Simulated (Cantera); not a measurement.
**Calcination and drying: Na2SO4 + H2O**

Feed: 1 mol Na2SO4, 0.19 mol H2O, at 2.30 bar.

Equilibrium computed with Cantera from the NASA thermochemical tables; the gas is ideal and each condensed phase is pure. Candidate condensed phases: H2O, H2SO4, Na, NaOH, NaO2, Na2O, Na2O2, Na2S, Na2SO4, S; 27 gas species. Kinetics and transport are ignored.

| T (°C) | x H2O | x NaOH | x SO2 | x O2 | x Na | x Na2SO4 | x OH | n Na2SO4(s) | n Na2SO4(l) |
|---|---|---|---|---|---|---|---|---|---|
| 527 | 1.00 | 6.52e-12 | 3.26e-12 | 6.62e-10 | <1e-12 | <1e-12 | 1.68e-11 | 1.00 | 0 |
| 727 | 1.00 | 2.46e-8 | 1.23e-8 | 9.68e-8 | <1e-12 | 1.22e-10 | 7.69e-9 | 1.00 | 0 |
| 927 | 1.000 | 5.12e-6 | 2.56e-6 | 3.42e-6 | 2.12e-9 | 5.81e-8 | 4.88e-7 | 0 | 1.00 |
| 1127 | 1.000 | 0.000187 | 9.39e-5 | 6.32e-5 | 4.88e-7 | 3.12e-6 | 1.04e-5 | 0 | 1.000 |
| 1327 | 0.995 | 0.00257 | 0.00130 | 0.000710 | 2.50e-5 | 5.63e-5 | 0.000109 | 0 | 1.000 |
| 1527 | 0.965 | 0.0187 | 0.00959 | 0.00499 | 0.000500 | 0.000498 | 0.000683 | 0 | 0.998 |
| 1727 | 0.834 | 0.0849 | 0.0452 | 0.0237 | 0.00541 | 0.00269 | 0.00278 | 0 | 0.990 |
| 1927 | 0.471 | 0.244 | 0.143 | 0.0799 | 0.0402 | 0.0102 | 0.00689 | 0 | 0.951 |
x: gas mole fraction; n: condensed amount in mol.

From 527 °C to 727 °C the condensed part is Na2SO4(s). From 927 °C to 1927 °C the condensed part is Na2SO4(l).
